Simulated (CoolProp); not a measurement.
Methanol at 484.15 K and 1.64 MPa flows at 1.1 m/s in a round tube of 6 mm bore and 0.25 µm roughness, fully developed (64/Re and Nu = 3.66 if laminar; Colebrook and Gnielinski if turbulent). Each further row changes one setting.

Computed with CoolProp (reference Helmholtz-energy equation of state, de Reuck 1993).

| case | Reynolds number | Darcy friction factor | pressure drop (Pa/m) | heat-transfer coefficient (W/(m² K)) | mass flow (kg/h) |
|---|---|---|---|---|---|
| as stated | 6140 | ? | ? | 147 | ? |
| velocity 2.2 m/s | 12300 | 0.0293 | 170 | 267 | ? |
| diameter 12 mm | 12300 | 0.0293 | 21.3 | 133 | ? |

Problem. What belongs in the gaps?

Solution. 
- as stated, Darcy friction factor: 0.0353
- as stated, pressure drop (Pa/m): 51.3
- as stated, mass flow (kg/h): 1.61
- velocity 2.2 m/s, mass flow (kg/h): 3.22
- diameter 12 mm, mass flow (kg/h): 6.45

Viscosity comes from a separate model (Xiang 2006). Thermal conductivity comes from a separate model (Sykioti 2013).
